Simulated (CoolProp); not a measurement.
Properties of hydrogen sulfide along the isobar 2.51 MPa.

The numbers come from the reference Helmholtz-energy equation of state, Lemmon 2006 in CoolProp. It is a short technical equation, of lower accuracy than the large ones.

```csv
T (K),phase,density (kg/m³),cv (kJ/(kg K))
327.1,gas,37.61,0.8705
339.9,gas,35.25,0.8555
352.7,gas,33.27,0.8461
365.5,gas,31.56,0.8405
378.3,gas,30.07,0.8375
391,gas,28.76,0.8364
403.8,gas,27.57,0.8367
416.6,gas,26.49,0.8381
429.4,gas,25.52,0.8404
442.2,gas,24.62,0.8434
```
